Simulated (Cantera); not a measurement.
Premixed flame

A freely propagating, adiabatic, planar premixed flame of CH₃OH : O₂ : N₂ = 1 : 1.15 : 4.34 (molar parts), unburnt at 300 K and 0.602 atm; unity-Lewis-number transport, grid criteria slope 0.08 and curve 0.16, no radiation.

Computed with Cantera and GRI-Mech 3.0 (53 species, 325 reactions). GRI-Mech 3.0 was tuned for natural gas; its chemistry of methanol as a main component is partial and can be far from experiment. Unity Lewis numbers drop preferential diffusion, which matters most where H2 and H carry the flame. Burning velocities carry a grid error of a few per cent, more on coarse grids.

| z (mm) | T (K) | u (m/s) | x CH₃OH | x O₂ | x C₂H₆ | x HCN | x CH₃ | x O |
|---|---|---|---|---|---|---|---|---|
| -2.01 | 301 | 0.326 | 0.154 | 0.177 | <1e-8 | <1e-8 | <1e-8 | <1e-8 |
| -1.34 | 305 | 0.331 | 0.154 | 0.177 | <1e-8 | <1e-8 | <1e-8 | <1e-8 |
| -1.00 | 319 | 0.346 | 0.152 | 0.175 | 2.29e-8 | <1e-8 | <1e-8 | <1e-8 |
| -0.670 | 409 | 0.448 | 0.142 | 0.166 | 1.33e-7 | 5.03e-8 | <1e-8 | <1e-8 |
| -0.335 | 853 | 0.979 | 0.0910 | 0.118 | 7.15e-7 | 2.70e-7 | 2.19e-7 | <1e-8 |
| -0.167 | 1246 | 1.50 | 0.0439 | 0.0742 | 1.24e-6 | 4.72e-7 | 1.29e-5 | 1.15e-6 |
| 0 | 1646 | 2.07 | 0.00300 | 0.0308 | 9.68e-7 | 7.02e-7 | 0.000272 | 0.000494 |
| 0.167 | 1763 | 2.22 | 1.27e-6 | 0.0118 | <1e-8 | 4.92e-7 | 1.47e-5 | 0.00245 |
| 0.335 | 1809 | 2.27 | <1e-8 | 0.00718 | <1e-8 | 2.21e-7 | 3.62e-7 | 0.00260 |
| 0.670 | 1868 | 2.33 | <1e-8 | 0.00479 | <1e-8 | 4.96e-8 | <1e-8 | 0.00199 |
| 1.34 | 1933 | 2.40 | <1e-8 | 0.00304 | <1e-8 | <1e-8 | <1e-8 | 0.00123 |
| 2.68 | 1992 | 2.46 | <1e-8 | 0.00159 | <1e-8 | <1e-8 | <1e-8 | 0.000606 |
| 5.36 | 2035 | 2.50 | <1e-8 | 0.000651 | <1e-8 | <1e-8 | <1e-8 | 0.000238 |
x: mole fraction of selected species; z is measured from the peak of heat release.

| Quantity | Value |
|---|---|
| laminar burning velocity | 32.5 cm/s |
| thermal thickness | 0.670 mm |
| peak x(C₂H₆) | 1.45e-6 |
| peak x(HCN) | 7.21e-7 |
| peak x(CH₃) | 0.000273 |
| peak x(O) | 0.00267 |
